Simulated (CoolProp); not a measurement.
Vapour-liquid equilibrium of n-hexane (1) + n-decane (2) at 0.0154 MPa; x and y are mole fractions of (1).

Computed with CoolProp (multi-fluid Helmholtz-energy mixture model, Thol 2019 and Lemmon 2006; pair parameters Kunz 2012).

```tsv
x	bubble temperature (°C)	y at the bubble point	dew temperature at overall composition x (°C)	liquid density (mol/L)
0.05	92.0	0.571	111.1	4.811
0.125	72.1	0.837	109.0	5.048
0.2	59.7	0.920	106.7	5.254
0.275	51.1	0.955	104.3	5.448
0.35	44.7	0.972	101.6	5.640
0.425	39.6	0.982	98.7	5.835
0.5	35.4	0.988	95.4	6.036
0.575	31.9	0.992	91.8	6.245
0.65	28.9	0.995	87.5	6.464
0.725	26.3	0.996	82.4	6.694
0.8	24.0	0.998	76.1	6.937
0.875	21.9	0.999	67.4	7.195
0.95	20.1	1.000	52.6	7.469
```

No azeotrope shows between x = 0.05 and 0.95.

The pair parameters rest on a limited set of measurements; away from them the model extrapolates.
